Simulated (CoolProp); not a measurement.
Model: reference Helmholtz-energy equation of state, Aleksandrov 2011, in CoolProp. It is a short technical equation, of lower accuracy than the large ones.

Task: Give the vapour pressure (MPa), liquid density (kg/m³), surface tension (mN/m) of saturated n-undecane at 174.45, 199.35 °C.

Result: 
| T (°C) | p (MPa) | liquid density (kg/m³) | surface tension (mN/m) |
|---|---|---|---|
| 174.45 | 0.0582 | 618 | 11.3 |
| 199.35 | 0.110 | 596 | 9.41 |

Surface tension comes from a separate correlation (Mulero 2014).
